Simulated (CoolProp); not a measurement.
Vapour-liquid equilibrium of n-pentane (1) + acetone (2) at 1.32 bar; x and y are mole fractions of (1).

Computed with CoolProp (multi-fluid Helmholtz-energy mixture model, Thol 2019 and Lemmon 2006; pair parameters Bell 2016).

Question: Give the bubble temperature and the first vapour's composition at x = 0.275, 0.5, 0.575. Is there an azeotrope?

Answer: x = 0.275: 316.7 K, y = 0.590; x = 0.5: 314.1 K, y = 0.666; x = 0.575: 313.8 K, y = 0.684. y crosses x between x = 0.725 and 0.8: the model has an azeotrope there.

Pair parameters are fitted to limited data, so mixtures are less certain than the pure fluids.
